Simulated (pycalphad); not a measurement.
# Freezing of Ti-B alloys with rising B

CALPHAD calculation (pycalphad, COST 507 light-alloy database (1999)), 1 atm. The data set is of 1999 and partly superseded. Amounts are mole fractions of atoms.

Scheil-Gulliver runs (no diffusion in the solid, steps of 4 K) beside full equilibrium.

```tsv
alloy	liquidus (°C)	Scheil, half solid (°C)	Scheil, 80 % solid (°C)	Scheil, invariant end (°C)	liquid left at that end	equilibrium solidus (°C)
Ti-11.1B (at.%)	1621	at the invariant end	at the invariant end	1541	0.90	1541
Ti-16.65B (at.%)	1692	at the invariant end	at the invariant end	1541	0.77	1541
Ti-22.2B (at.%)	1780	at the invariant end	at the invariant end	1541	0.64	1541
Ti-33.3B (at.%)	2065	1691	at the invariant end	1541	0.39	1541
Ti-44.4B (at.%)	2545	1996	at the invariant end	1541	0.22	1541
```
